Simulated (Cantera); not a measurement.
An isothermal, constant-pressure homogeneous reactor starts with 50.3 % NO, 49.7 % N2, at 1850 K and 0.987 atm.

Model: GRI-Mech 3.0 (53 species, 325 reactions), integrated in Cantera.

x: mole fraction; the columns are a selection and need not sum to one.

| t (s) | x NO | x N2O | x N2 | x O2 | x NO2 | x O |
|---|---|---|---|---|---|---|
| 0.000500 | 0.502 | 3.71e-5 | 0.498 | 1.79e-6 | 4.53e-5 | 5.44e-6 |
| 0.00148 | 0.502 | 7.77e-5 | 0.498 | 2.79e-5 | 0.000129 | 1.20e-5 |
| 0.00440 | 0.502 | 0.000107 | 0.498 | 0.000256 | 0.000194 | 1.68e-5 |
| 0.0131 | 0.500 | 0.000109 | 0.499 | … | 0.000208 | 1.80e-5 |
| 0.0387 | 0.495 | 0.000107 | 0.501 | 0.00348 | 0.000236 | 2.03e-5 |
| 0.115 | 0.481 | 1.00e-4 | 0.508 | 0.0105 | 0.000300 | 2.60e-5 |
| 0.341 | … | … | 0.527 | … | … | … |
| 1.01 | 0.352 | 5.20e-5 | 0.573 | 0.0749 | 0.000485 | 5.52e-5 |
| 3.00 | 0.204 | 1.73e-5 | 0.647 | 0.149 | 0.000390 | 7.58e-5 |

Question: Complete the blanks.

Answer: 
- 0.0131, x O2: 0.00107
- 0.341, x NO: 0.442
- 0.341, x N2O: 8.36e-5
- 0.341, x O2: 0.0297
- 0.341, x NO2: 0.000404
- 0.341, x O: 3.73e-5
